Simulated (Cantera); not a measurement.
Equilibrium for roasting and sulfation: MgO + H₂S + O₂

A closed system holds: 1 mol MgO, 0.075 mol H₂S, 4.9 mol O₂, held at 925 K and 5850 Torr.

Method: chemical equilibrium by Gibbs-energy minimisation in Cantera with the NASA 1993 tables (ideal gas, pure condensed phases). Candidate condensed phases: H₂O, H₂SO₄, Mg, MgO, Mg(OH)₂, MgS, MgSO₄, S; 26 gas species. Equilibrium is a limit: real reactors are often held back by kinetics, nucleation or transport.

```yaml
x(O₂): 0.984
x(H₂O): 0.0155
n(MgO(s)): 0.925 mol
n(MgSO₄(s)): 0.0750 mol
gas_amount: 4.825 mol
log10 activity of H₂SO₄(l) (absent): -10.70
log10 activity of S(l) (absent): -25.22
log10 activity of Mg(l) (absent): -28.77
```
